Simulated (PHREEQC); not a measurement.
A solution holds 5.6 mmol/kgw PbCl2, 5 mmol/kgw Cu(NO3)2 and 0.29 mmol/kgw H2SO4, at 25 °C. Closed to the air; pH follows from the charge balance.

All values are PHREEQC results (ion-association model, phreeqc.dat), not measurements.

**Question.** The ionic strength comes out as 0.0295 mol/kgw. What activity coefficients do PbCl+, Cl-, HSO4-, Pb+2, CuCl+ get?

**Answer.** PbCl+ 0.85, Cl- 0.85, HSO4- 0.85, Pb+2 0.52, CuCl+ 0.85.

This is a speciation only: nothing precipitates in the calculation. The solution is supersaturated, for example in Anglesite, so a real one may precipitate; this is no full list.
